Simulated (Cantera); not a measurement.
A freely propagating, adiabatic, planar premixed flame of H2 : O2 : N2 : H2O = 1 : 0.385 : 1.12 : 0.011 (molar parts), unburnt at 650 K and 2.70 bar; mixture-averaged transport, grid criteria slope 0.08 and curve 0.16, no radiation.

Cantera simulation using the H2/O2 subset of GRI-Mech 3.0, which has no nitrogen chemistry; the numbers are that mechanism's predictions, not measurements. The hydrogen kinetics of GRI-Mech 3.0 are dated; newer H2 mechanisms differ, most at raised pressure. Burning velocities carry a grid error of a few per cent, more on coarse grids.

### Question
Predict: laminar burning velocity; thermal thickness; peak x(O); peak x(HO2); peak x(H).

### Answer
| Quantity | Value |
|---|---|
| laminar burning velocity | 1250 cm/s |
| thermal thickness | 0.124 mm |
| peak x(O) | 0.0112 |
| peak x(HO2) | 0.000637 |
| peak x(H) | 0.0803 |
